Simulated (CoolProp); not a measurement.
Vapour pressure (kPa) of tetrahydrofuran: the reference equation beside estimates from Tc = 540.2 K, pc = 5304 kPa, ω = 0.234. Clausius-Clapeyron is anchored at 328.1 K with a constant enthalpy of vaporisation of 30.60 kJ/mol.

Computed with CoolProp (reference Helmholtz-energy equation of state, Fiedler 2023).

```tsv
T (K)	reference	Lee-Kesler	Clausius-Clapeyron	van der Waals	Redlich-Kwong	Soave-Redlich-Kwong	Peng-Robinson
267.8	4.762	4.438	5.599	139.1	10.63	4.553	4.919
282.8	10.56	9.922	11.61	199.9	22.16	10.13	10.74
297.9	21.40	20.32	22.45	278.2	42.25	20.65	21.54
313	40.03	38.44	40.75	375.6	74.55	38.87	40.03
328.1	70.00	67.96	70.00	494.2	123.3	68.42	69.73
343.2	115.6	113.4	114.7	636.1	193.3	113.8	114.9
358.3	181.8	180.0	180.2	803.1	289.3	180.1	180.7
373.4	274.2	273.6	273.0	996.7	416.6	273.4	272.9
388.5	398.8	400.5	400.5	1219	580.3	400.3	(withheld)
403.6	562.3	(withheld)	570.9	1471	785.5	567.8	562.6
418.7	771.7	781.4	793.2	(withheld)	1037	783.4	774.6
433.8	1034	1050	1077	2069	1340	1055	1042
```

**Question.** What belongs in the gaps?

**Answer.** 
- 388.5, Peng-Robinson: 397.8
- 403.6, Lee-Kesler: 567.4
- 418.7, van der Waals: 1754

Absolute difference from the reference over all 12 rows, mean and median: Lee-Kesler 2.7 and 1.7 %, Clausius-Clapeyron 3.8 and 1.7 %, van der Waals 742.4 and 396.0 %, Redlich-Kwong 68.4 and 63.2 %, Soave-Redlich-Kwong 2.1 and 1.8 %, Peng-Robinson 0.8 and 0.5 %.
